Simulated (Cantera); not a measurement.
A perfectly stirred reactor is fed with CH₄ : O₂ : N₂ : H₂O = 1 : 2 : 7.52 : 0.73 (molar parts), equivalence ratio 1.0, at 3.45 atm; it is adiabatic with a 800 K inlet, and is followed from long to short residence time, starting on the burning branch (τ in s: 0.28, 0.13, 0.064, 0.03, 0.014, 0.0069, 0.0033, 0.0016, 0.00075, 0.00036, 0.00017, 8.1e-05).

Model: GRI-Mech 3.0 (53 species, 325 reactions), integrated in Cantera.

Problem. Predict: blow-out, bracketed by the residence times tried; x(CH₄) at τ = 0.280 s; x(O₂) at τ = 0.280 s; x(H₂O) at τ = 0.280 s; x(NO) at τ = 0.280 s; x(CH₄) at τ = 3.30 ms; x(O₂) at τ = 3.30 ms; x(H₂O) at τ = 3.30 ms; x(NO) at τ = 3.30 ms.

Solution. 
```json
{
  "blow_out_bracketed_by_the_residence_times_tried": "burning at 81.0 µs, the shortest tried",
  "x(CH₄) at τ = 0.280 s": "2.60e-7",
  "x(O₂) at τ = 0.280 s": "0.00634",
  "x(H₂O) at τ = 0.280 s": "0.231",
  "x(NO) at τ = 0.280 s": "0.00300",
  "x(CH₄) at τ = 3.30 ms": "1.67e-5",
  "x(O₂) at τ = 3.30 ms": "0.00872",
  "x(H₂O) at τ = 3.30 ms": "0.228",
  "x(NO) at τ = 3.30 ms": "0.000883"
}
```
